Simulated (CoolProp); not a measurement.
Properties of octamethylcyclotetrasiloxane (D4) along the isobar 19 bar.

The numbers come from the reference Helmholtz-energy equation of state, Thol 2015 in CoolProp.

```json
[
 {"T (°C)": "82.75", "phase": "liquid", "Z": "0.2145", "cp (kJ/(kg K))": "1.775", "cv (kJ/(kg K))": "1.493", "expansivity (1/kK)": "1.299"},
 {"T (°C)": "86.35", "phase": "liquid", "Z": "0.2133", "cp (kJ/(kg K))": "1.783", "cv (kJ/(kg K))": "1.501", "expansivity (1/kK)": "1.309"},
 {"T (°C)": "89.85", "phase": "liquid", "Z": "0.2123", "cp (kJ/(kg K))": "1.790", "cv (kJ/(kg K))": "1.509", "expansivity (1/kK)": "1.318"},
 {"T (°C)": "93.35", "phase": "liquid", "Z": "0.2112", "cp (kJ/(kg K))": "1.797", "cv (kJ/(kg K))": "1.517", "expansivity (1/kK)": "1.329"},
 {"T (°C)": "96.95", "phase": "liquid", "Z": "0.2102", "cp (kJ/(kg K))": "1.805", "cv (kJ/(kg K))": "1.525", "expansivity (1/kK)": "1.339"},
 {"T (°C)": "100.45", "phase": "liquid", "Z": "0.2092", "cp (kJ/(kg K))": "1.813", "cv (kJ/(kg K))": "1.534", "expansivity (1/kK)": "1.350"},
 {"T (°C)": "103.95", "phase": "liquid", "Z": "0.2082", "cp (kJ/(kg K))": "1.820", "cv (kJ/(kg K))": "1.542", "expansivity (1/kK)": "1.361"},
 {"T (°C)": "107.45", "phase": "liquid", "Z": "0.2073", "cp (kJ/(kg K))": "1.828", "cv (kJ/(kg K))": "1.550", "expansivity (1/kK)": "1.373"},
 {"T (°C)": "111.05", "phase": "liquid", "Z": "0.2064", "cp (kJ/(kg K))": "1.836", "cv (kJ/(kg K))": "1.558", "expansivity (1/kK)": "1.385"},
 {"T (°C)": "114.55", "phase": "liquid", "Z": "0.2055", "cp (kJ/(kg K))": "1.843", "cv (kJ/(kg K))": "1.567", "expansivity (1/kK)": "1.397"},
 {"T (°C)": "118.05", "phase": "liquid", "Z": "0.2047", "cp (kJ/(kg K))": "1.851", "cv (kJ/(kg K))": "1.575", "expansivity (1/kK)": "1.410"},
 {"T (°C)": "121.65", "phase": "liquid", "Z": "0.2038", "cp (kJ/(kg K))": "1.859", "cv (kJ/(kg K))": "1.584", "expansivity (1/kK)": "1.424"},
 {"T (°C)": "125.15", "phase": "liquid", "Z": "0.2031", "cp (kJ/(kg K))": "1.867", "cv (kJ/(kg K))": "1.592", "expansivity (1/kK)": "1.437"},
 {"T (°C)": "128.65", "phase": "liquid", "Z": "0.2023", "cp (kJ/(kg K))": "1.875", "cv (kJ/(kg K))": "1.600", "expansivity (1/kK)": "1.451"},
 {"T (°C)": "132.25", "phase": "liquid", "Z": "0.2016", "cp (kJ/(kg K))": "1.883", "cv (kJ/(kg K))": "1.609", "expansivity (1/kK)": "1.466"},
 {"T (°C)": "135.75", "phase": "liquid", "Z": "0.2009", "cp (kJ/(kg K))": "1.891", "cv (kJ/(kg K))": "1.617", "expansivity (1/kK)": "1.481"}
]
```
